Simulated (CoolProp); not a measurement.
1000 sccm (0 °C, 1 atm) of nitrogen bubbles through liquid m-xylene at 338.4 K and leaves saturated at a total pressure of 0.0298 MPa (ideal gas phase). Each further row changes one setting.

The numbers come from the reference Helmholtz-energy equation of state, Zhou 2012 in CoolProp.

| case | vapour pressure (kPa) | mole fraction of vapour | delivery (mg/min) | delivery (sccm) | change of delivery for a bath 1 K warmer (%) |
|---|---|---|---|---|---|
| as stated | 8.29 | 0.278 | ? | ? | 6.1 |
| bath temperature 343.4 K | 10.2 | ? | 2480 | ? | ? |
| total pressure 0.0596 MPa | 8.29 | 0.139 | ? | 162 | ? |

**Question.** Complete the blanks.

**Answer.** 
- as stated, delivery (mg/min): 1830
- as stated, delivery (sccm): 386
- bath temperature 343.4 K, mole fraction of vapour: 0.343
- bath temperature 343.4 K, delivery (sccm): 523
- bath temperature 343.4 K, change of delivery for a bath 1 K warmer (%): 6.5
- total pressure 0.0596 MPa, delivery (mg/min): 766
- total pressure 0.0596 MPa, change of delivery for a bath 1 K warmer (%): 5.1
